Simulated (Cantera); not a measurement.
A diamond (100) surface in a fixed gas of H2 with x(CH4) = 0.0021, x(H) = 0.028, at 1123 K, 0.190 bar; coverages are run to steady state.

Computed with Cantera and the Harris–Goodwin 1993 mechanism for the reconstructed diamond (100) surface.

θ: site fractions in the mechanism's names (c6HH fully hydrogenated, c6H* and c6*H radical sites, c6** diradical, c6HM methylated).

```tsv
x(CH3)	growth (µm/h)	θ c6HH	θ c6H*	θ c6*H	θ c6**	θ c6HM
1e-06	0.161	0.493	0.0314	0.454	0.0213	(withheld)
2.1e-06	0.338	0.493	0.0314	0.454	0.0213	(withheld)
4.6e-06	0.739	0.493	0.0314	0.454	0.0213	(withheld)
9.9e-06	1.59	0.493	0.0314	0.454	0.0213	(withheld)
2.1e-05	3.37	0.493	0.0314	0.454	0.0213	(withheld)
4.5e-05	7.23	0.493	0.0314	0.454	0.0213	(withheld)
9.7e-05	15.6	0.492	0.0314	0.453	0.0213	(withheld)
0.00021	33.6	0.491	0.0313	0.452	0.0212	(withheld)
0.00045	71.6	0.489	0.0312	0.450	0.0211	(withheld)
```

Question: Complete the blanks.

Answer: 
- 1e-06, θ c6HM: 1.19e-5
- 2.1e-06, θ c6HM: 2.50e-5
- 4.6e-06, θ c6HM: 5.47e-5
- 9.9e-06, θ c6HM: 0.000118
- 2.1e-05, θ c6HM: 0.000249
- 4.5e-05, θ c6HM: 0.000534
- 9.7e-05, θ c6HM: 0.00115
- 0.00021, θ c6HM: 0.00248
- 0.00045, θ c6HM: 0.00529
